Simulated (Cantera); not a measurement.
An adiabatic, constant-volume homogeneous reactor starts with C₂H₄ : O₂ : N₂ : H₂O = 1 : 5.56 : 20.9 : 0.98 (molar parts), equivalence ratio 0.54, at 1150 K and 1000000 Pa.

Model: GRI-Mech 3.0 (53 species, 325 reactions), integrated in Cantera. GRI-Mech 3.0 was tuned for natural gas; its chemistry of ethylene as a main component is partial and can be far from experiment.

Question: Predict: time of steepest temperature rise; temperature at 0.100 s; equilibrium temperature; x(O₂) at 0.100 s; x(H₂O) at 0.100 s; x(CO₂) at 0.100 s.

Answer: 
```
Item                                                              Result
---------------------------------  -------------------------------------
time of steepest temperature rise                                1.77 ms
temperature at 0.100 s                                            2557 K
equilibrium temperature                                           2557 K
x(O₂) at 0.100 s                   0.0815 (gas-phase equilibrium 0.0815)
x(H₂O) at 0.100 s                    0.101 (gas-phase equilibrium 0.101)
x(CO₂) at 0.100 s                  0.0676 (gas-phase equilibrium 0.0676)
```
